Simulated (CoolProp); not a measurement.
Vapour-liquid equilibrium of cyclohexane (1) + n-dodecane (2) at 101.95 °C; x and y are mole fractions of (1).

Model: multi-fluid Helmholtz-energy mixture model, Zhou 2014 and Lemmon 2004; pair parameters Bell 2016, in CoolProp.

### Question
Give the bubble pressure and the first vapour's composition at x = 0.125, 0.275, 0.725. Is there an azeotrope?

### Answer
x = 0.125: 0.02070 MPa, y = 0.904; x = 0.275: 0.04500 MPa, y = 0.963; x = 0.725: 0.1295 MPa, y = 0.995. No azeotrope shows between x = 0.05 and 0.95.

The pair parameters rest on a limited set of measurements; away from them the model extrapolates.
